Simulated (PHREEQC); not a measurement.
PHREEQC input (ion-association model, phreeqc.dat):

```
SOLUTION_SPECIES
  CO3-2 + 10 H+ + 8 e- = CH4 + 3 H2O  # shut off: no methane
    -log_k -100
    -delta_h 0
    -analytic -100
SOLUTION 1
  temp 25
  units mol/kgw
  pH 7 charge
  Cl 0.013
  K 0.013
  C(4) 0.33
  Na 0.33
END
SELECTED_OUTPUT 1
  -reset false
  -pH true
  -pe true
  -ionic_strength true
  -water true
  -totals C Cl K Na C(-4) C(4)
  -molalities H+ Na+ K+ Cl- CO3-2 OH- HCO3- CO2 (CO2)2 NaOH
    NaCO3- NaHCO3
  -saturation_indices Halite Sylvite
USER_PUNCH 1
  -headings p_CO2(g) phi_CO2(g) p_H2O(g) phi_H2O(g) density
  10 PUNCH PR_P("CO2(g)"), PR_PHI("CO2(g)"), PR_P("H2O(g)"), PR_PHI("H2O(g)"), RHO
PRINT
  -reset false
USE solution 1
REACTION_TEMPERATURE 1
  10
GAS_PHASE 1
  -fixed_pressure
  -pressure 10
  -temperature 10
  -volume 20
  CO2(g) 10
  H2O(g) 0
END
# ... the last block is repeated for the other 8 points of T (°C)
```

Selected output (columns that matter, 9 of 9 rows; T (°C) added in front):

```
T (°C)	pH	mu	C	Cl	K	Na	m_H+	si_Halite	si_Sylvite	p_CO2(g)	phi_CO2(g)	p_H2O(g)	phi_H2O(g)	density
10	6.111	0.31516	0.79643	0.013004	0.013004	0.33011	9.8736e-07	-4.2614	-4.9228	9.9864	0.93627	0.013575	0.89409	1.0258
20	6.1642	0.31684	0.67182	0.013007	0.013007	0.33017	8.7654e-07	-4.2722	-4.9811	9.9745	0.94254	0.025476	0.90307	1.0224
30	6.2255	0.31837	0.59195	0.01301	0.01301	0.33026	7.6398e-07	-4.2832	-5.0364	9.9543	0.94808	0.045676	0.91098	1.0185
40	6.2931	0.31978	0.53837	0.013016	0.013016	0.33041	6.5648e-07	-4.2944	-5.0889	9.9214	0.95301	0.078593	0.91793	1.0142
50	6.3658	0.32102	0.50093	0.013025	0.013025	0.33064	5.5783e-07	-4.3057	-5.1388	9.8697	0.95741	0.1303	0.92401	1.0094
60	6.4424	0.32207	0.47369	0.013039	0.013039	0.33098	4.6978e-07	-4.3173	-5.1863	9.7911	0.96135	0.20888	0.92926	1.0042
70	6.5225	0.32282	0.453	0.013058	0.013058	0.33148	3.9272e-07	-4.3293	-5.2314	9.6753	0.9649	0.32473	0.93373	0.99842
80	6.6053	0.32317	0.43645	0.013086	0.013086	0.33219	3.2623e-07	-4.3416	-5.2742	9.5091	0.96812	0.4909	0.93744	0.99222
90	6.6909	0.32296	0.42239	0.013126	0.013126	0.33319	2.6943e-07	-4.3544	-5.3146	9.2766	0.97107	0.72336	0.94042	0.98559
```

Away from 25 °C the constants follow the database's enthalpies or fits; those with neither stay at their 25 °C values.
